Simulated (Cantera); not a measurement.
Cantera run, input and output.

```python
import numpy as np
import cantera as ct

gas = ct.Solution("gri30.yaml")


def delay(T, t_max=10):
    gas.TPX = T, 100000, {'CH4': 1, 'O2': 3.45, 'N2': 13}
    reactor = ct.IdealGasReactor(gas, clone=False)
    net = ct.ReactorNet([reactor])
    net.rtol, net.atol = 1e-8, 1e-16
    while net.time < t_max:
        t_old, T_old = net.time, reactor.T
        net.step()
        if reactor.T > T + 400:  # ignition: a rise of 400 K
            return t_old + (T + 400 - T_old) / (reactor.T - T_old) * (net.time - t_old)
    return np.nan


taus = []
for T in [1225, 1275, 1325, 1375, 1425, 1475]:
    taus.append(delay(T))
    print(f"T0 = {T:6g} K   tau = {taus[-1]:.4e} s")
```

It prints:

```
T0 =   1225 K   tau = 2.3383e-02 s
T0 =   1275 K   tau = 1.1857e-02 s
T0 =   1325 K   tau = 6.2590e-03 s
T0 =   1375 K   tau = 3.4434e-03 s
T0 =   1425 K   tau = 1.9776e-03 s
T0 =   1475 K   tau = 1.1870e-03 s
```

Cantera simulation using GRI-Mech 3.0 (53 species, 325 reactions); the numbers are that mechanism's predictions, not measurements.
